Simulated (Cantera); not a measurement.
A closed system holds: 1 mol Si3N4, 0.09 mol CO2, 510 mol N2, held at 0.590 bar.

Method: chemical equilibrium by Gibbs-energy minimisation in Cantera with the NASA 1993 tables (ideal gas, pure condensed phases). Candidate condensed phases: C, Si, SiC, SiO2, Si2N2O, Si3N4; 34 gas species. Mutual solubility and eutectic melting of coexisting phases are not modelled. Rates play no part.

x: gas mole fraction; n: condensed amount in mol.

```csv
T (K),x N2,x CO,x SiO,x C2N2,x Si,x SiN,n C(graphite),n Si2N2O(s),n Si3N4(s)
1173,1.00,8.22e-8,<1e-12,3.20e-12,<1e-12,<1e-12,0.0900,0.180,0.880
1248,1.000,6.26e-7,?,2.19e-11,<1e-12,<1e-12,0.0897,0.180,0.880
1323,1.000,3.77e-6,?,1.21e-10,<1e-12,<1e-12,0.0881,0.178,0.881
1398,1.000,1.86e-5,?,5.56e-10,<1e-12,<1e-12,0.0805,0.170,0.886
1473,1.000,7.82e-5,?,2.19e-9,1.20e-11,1.34e-11,0.0501,0.140,0.907
1548,1.000,0.000176,?,2.89e-9,1.85e-10,1.49e-10,0,0.0899,0.940
1623,1.000,0.000176,?,8.56e-10,2.19e-9,1.33e-9,0,0.0889,0.940
```

Task: Fill in the missing entries.

Result: 
- 1248, x SiO: 5.29e-12
- 1323, x SiO: 1.27e-10
- 1398, x SiO: 2.15e-9
- 1473, x SiO: 2.71e-8
- 1548, x SiO: 2.66e-7
- 1623, x SiO: 2.10e-6
